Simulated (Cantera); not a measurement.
Input: 1 mol FeS2, 6.3 mol H2, 11 mol N2, equilibrated at 1373 K and 10.0 mbar.

Cantera equilibrium calculation (NASA polynomials, part measured and part estimated; ideal gas, pure solids and liquids). Candidate condensed phases: Fe, FeS, FeS2, S; 16 gas species. FeS: taken at fixed stoichiometry. Equilibrium is a limit: real reactors are often held back by kinetics, nucleation or transport.

Base state: N2 0.627, H2 0.331, H2S 0.0280, S2 0.0142, SH 0.000639, H 1.91e-5 (mole fractions); condensed: FeS(s).

Task: What changes in the equilibrium state with this change: temperature from 1373 K to 1925 K?

Result: 
```csv
species,before,after
N2,0.627,0.591
H2,0.331,0.327
S2,0.0142,0.0455
H2S,0.0280,0.00509
Fe,9.06e-8,0.0152
S,9.69e-6,0.00407
H,1.91e-5,0.00547
SH,0.000639,0.00733
"FeS(s), mol",1.000,0
"Fe(l), mol",0,0.717
```
